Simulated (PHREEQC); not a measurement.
Dissolve 0.041 mol/kgw CuSO4 and 0.0022 mol/kgw KCl at 25 °C. Closed to the air; pH follows from the charge balance.

Computed with PHREEQC (ion-association model, wateq4f.dat).

Task: The ionic strength comes out as 0.0973 mol/kgw. What activity coefficients do Cu2(OH)2+2, HSO4-, H+, Cu+2, Cl- get?

Result: Cu2(OH)2+2 0.37, HSO4- 0.78, H+ 0.83, Cu+2 0.40, Cl- 0.77.

This is a speciation only: nothing precipitates in the calculation. Saturation is exceeded, for instance for Antlerite, Brochantite; the values hold only as long as no solid forms.
